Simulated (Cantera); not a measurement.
An isothermal, constant-pressure homogeneous reactor starts with C2H6 : N2 = 1 : 53 (molar parts), at 1375 K and 0.170 bar.

Computed with Cantera and GRI-Mech 3.0 (53 species, 325 reactions). GRI-Mech 3.0 stops at C3 and has no aromatics, soot or wall deposition, so with more carbon than oxygen in the feed, carbon stays in small species such as C2H2 where larger ones or solid carbon would form.

x: mole fraction; the columns are a selection and need not sum to one.

```tsv
t (s)	x C2H6	x C2H2	x C2H	x CH2	x CH3
1.00e-5	0.0185	<1e-12	<1e-12	9.26e-12	1.00e-5
4.61e-5	0.0185	1.01e-11	<1e-12	8.41e-10	4.52e-5
0.000213	0.0183	3.89e-8	<1e-12	4.97e-8	0.000182
0.000980	0.0159	2.89e-5	2.13e-10	2.97e-7	0.000419
0.00452	0.00653	0.00115	2.23e-9	2.41e-7	0.000286
0.0208	…	…	…	…	…
0.0960	3.51e-6	0.0117	8.91e-10	4.40e-10	6.82e-6
0.443	5.03e-7	0.0143	4.61e-10	8.07e-11	2.93e-6
2.04	4.10e-7	0.0159	4.99e-10	7.62e-11	2.85e-6
9.41	3.85e-7	0.0160	5.03e-10	7.43e-11	2.77e-6
43.4	3.00e-7	0.0163	5.18e-10	6.68e-11	2.45e-6
200	1.23e-7	0.0168	5.63e-10	4.51e-11	1.57e-6
```

Q: Complete the blanks.

A: 
- 0.0208, x C2H6: 0.000173
- 0.0208, x C2H2: 0.00761
- 0.0208, x C2H: 3.69e-9
- 0.0208, x CH2: 1.66e-8
- 0.0208, x CH3: 4.34e-5
